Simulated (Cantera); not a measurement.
Reactions in the system O-Pb-S

Cantera with NASA thermochemical tables; ideal gases at 1 bar, condensed phases pure. Values are per mole of reaction as written; species without (g) are pure solids or liquids, kept so even where they would boil at 1 bar.

3 PbS(g) + 4 O3(g) ⇌ 3 SO3(g) + 3 PbO(g)

```
T (K)  ΔH° (kJ)  ΔS° (J/K)  ΔG° (kJ)  log10 K
-----  --------  ---------  --------  -------
500     -1940.7     -224.4   -1828.5   191.02
650     -1941.2     -225.4   -1794.7   144.22
800     -1941.3     -225.5   -1760.9   114.97
950     -1941.0     -225.2   -1727.1    94.96
1100    -1940.4     -224.6   -1693.4    80.41
1250    -1939.2     -223.5   -1659.8    69.36
1400    -1937.9     -222.6   -1626.3    60.68
1550    -1937.3     -222.1   -1593.0    53.68
```
